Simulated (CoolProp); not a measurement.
50 sccm (0 °C, 1 atm) of nitrogen bubbles through liquid R113 at 294.1 K and leaves saturated at a total pressure of 0.15 MPa (ideal gas phase). Each further row changes one setting.

Computed with CoolProp (reference Helmholtz-energy equation of state, Marx 1992).

```csv
case,vapour pressure (kPa),mole fraction of vapour,delivery (mg/min),delivery (sccm),change of delivery for a bath 1 K warmer (%)
as stated,38.1,…,142,17.0,5.6
bath temperature 299.1 K,46.5,…,…,…,5.9
total pressure 0.3 MPa,38.1,…,60.9,7.28,…
```

Some entries are withheld; supply them.


- as stated, mole fraction of vapour: 0.254
- bath temperature 299.1 K, mole fraction of vapour: 0.310
- bath temperature 299.1 K, delivery (mg/min): 188
- bath temperature 299.1 K, delivery (sccm): 22.5
- total pressure 0.3 MPa, mole fraction of vapour: 0.127
- total pressure 0.3 MPa, change of delivery for a bath 1 K warmer (%): 4.8
